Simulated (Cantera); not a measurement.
**MgO + CO + H2 (carbothermic reduction)**

Input: 1 mol MgO, 14 mol CO, a varied amount of H2, equilibrated at 11.0 mbar.

Cantera equilibrium calculation (NASA polynomials, part measured and part estimated; ideal gas, pure solids and liquids). Candidate condensed phases: C, C6H6, C7H8, C8H18, H2O, Mg, MgCO3, MgO, Mg(OH)2; 116 gas species. Kinetics and transport are ignored.

Q: Map the stable condensed phases over T = 1748, 1823, 1898, 1973, 2048, 2123, 2198, 2273, 2348, 2423 K and n(H2) in mol = 0.49, 1.7, 3, 4.2, 5.5, 6.7, 8, 9.2, 10, 12, 13, 14.

A: 
```
T in K \ n(H2) in mol
         0.49  1.7    3  4.2  5.5  6.7    8  9.2   10   12   13   14
   2423     A    A    A    A    A    A    A    A    A    A    A    A
   2348     A    A    A    A    A    A    A    A    A    A    A    A
   2273     A    A    A    A    A    A    A    A    A    A    A    A
   2198     B    A    A    A    A    A    A    A    A    A    A    A
   2123     B    B    B    B    A    A    A    A    A    A    A    A
   2048     B    B    B    B    B    B    B    B    B    A    A    A
   1973     B    B    B    B    B    B    B    B    B    B    B    B
   1898     B    B    B    B    B    B    B    B    B    B    B    B
   1823     B    B    B    B    B    B    B    B    B    B    B    B
   1748     B    B    B    B    B    B    B    B    B    B    B    B
```
A: gas only; B: MgO.
